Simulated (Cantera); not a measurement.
A Cantera script and what it prints.

```python
import numpy as np
import cantera as ct

gas_names = """
    CL CLO CL2 Fe FeCL FeCL2 FeCL3 FeO Fe(OH)2 Fe2CL4 Fe2CL6 H HCL HNO HNO2 HNO3 HOCL HO2 H2 H2O H2O2 N
    NH NH2 NH3 NH2OH NO NO2 NO3 N2 N2H2 N2H4 N2O O OH O2 O3
""".split()
cond_names = """
    Fe(a) Fe(c) Fe(d) Fe(L) FeCL2(s) FeCL2(L) FeCL3(s) FeCL3(L) FeO(s) FeO(L) Fe(OH)2(s) Fe(OH)3(s)
    Fe2O3(s) Fe3O4(s) H2O(s) H2O(L) NH4CL(a) NH4CL(b)
""".split()


# ... load() reads the species with a 1 bar reference pressure and builds the phases ...
atoms = {
    'Fe3O4': {'Fe': 3, 'O': 4},
    'HCl': {'H': 1, 'CL': 1},
    'N2': {'N': 2},
    'Cl2': {'CL': 2},
}
top_T = {'Fe2O3(s)': 1830, 'Fe3O4(s)': 1870}  # K; cautious upper limits of use, not melting points


# ... equilibrate(T, P, feed) seeds the gas with the atoms and calls Mixture.equilibrate('TP', solver="vcs", rtol=1e-11, max_steps=5000) ...
results = []
feed = {'Fe3O4': 1, 'HCl': 0.02, 'N2': 0.48, 'Cl2': 0.063}  # mol
P = 1000  # Pa
for T in [850, 900, 950, 1000, 1050, 1100, 1150, 1200, 1250, 1300, 1350, 1400]:
    mix = equilibrate(T, P, feed)
    results.append((T, P, feed, dict(zip(mix.species_names, mix.species_moles))))

top = {s: max(r[3][s] / sum(r[3][g] for g in gas_names) for r in results) for s in gas_names}
cols = sorted((s for s in top if top[s] > 1e-05), key=lambda s: -top[s])[:7]
seen = [c for c in cond_names if any(r[3].get(c, 0) > 1e-12 for r in results)]
print("log10 of partial pressures in bar; condensed amounts in mol")
print(f"{'T/K':>10s}" + "".join(f"{s[:9]:>10s}" for s in cols + seen))
for T, P, feed, n in results:
    ng = sum(n[g] for g in gas_names)
    print(f"{T:10.4g}" + "".join(f"{np.log10(max(n[s] / ng * P / 1e5, 1e-99)):10.3f}" for s in cols)
          + "".join(f"{n.get(c, 0):10.4g}" for c in seen))
```

Result:

```
log10 of partial pressures in bar; condensed amounts in mol
       T/K        N2     FeCL2        O2       HCL     FeCL3        CL    Fe2CL4  Fe2O3(s)  Fe3O4(s)
       850    -2.059    -3.305   -14.954    -3.439    -3.460    -8.177    -4.230    0.2129    0.8403
       900    -2.061    -3.210   -13.291    -3.442    -3.513    -7.525    -4.530    0.2178    0.8366
       950    -2.063    -3.143   -11.811    -3.444    -3.590    -6.952    -4.836    0.2233    0.8325
      1000    -2.064    -3.096   -10.488    -3.445    -3.679    -6.443    -5.135    0.2285    0.8286
      1050    -2.065    -3.062    -9.300    -3.447    -3.775    -5.988    -5.422    0.2328    0.8254
      1100    -2.066    -3.038    -8.225    -3.448    -3.872    -5.578    -5.695     0.236     0.823
      1150    -2.067    -3.021    -7.248    -3.449    -3.969    -5.207    -5.955    0.2381    0.8214
      1200    -2.068    -3.009    -6.355    -3.450    -4.064    -4.868    -6.200    0.2389    0.8208
      1250    -2.068    -3.004    -5.536    -3.452    -4.159    -4.559    -6.435    0.2374    0.8219
      1300    -2.070    -3.004    -4.781    -3.455    -4.255    -4.276    -6.662    0.2301     0.827
      1350    -2.074    -3.014    -4.084    -3.460    -4.356    -4.017    -6.890     0.202    0.8461
      1400    -2.089    -3.042    -3.437    -3.476    -4.479    -3.787    -7.140   0.09165    0.9204
```

Equilibrium computed with Cantera from the NASA thermochemical tables; the gas is ideal and each condensed phase is pure. Mutual solubility and eutectic melting of coexisting phases are not modelled. Condensed phases not in the tables: FeOCl.
